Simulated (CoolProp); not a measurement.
Vapour-liquid equilibrium of nitrogen (1) + carbon monoxide (2) at 103.9 K; x and y are mole fractions of (1).

Model: multi-fluid Helmholtz-energy mixture model, Span 2000 and Lemmon 2006; pair parameters Gernert 2013, in CoolProp.

Question: Give the bubble pressure and the first vapour's composition at x = 0.05, 0.35, 0.8. Is there an azeotrope?

Answer: x = 0.05: 735.0 kPa, y = 0.067; x = 0.35: 832.6 kPa, y = 0.419; x = 0.8: 962.2 kPa, y = 0.833. No azeotrope shows between x = 0.05 and 0.95.

The pair parameters rest on a limited set of measurements; away from them the model extrapolates.
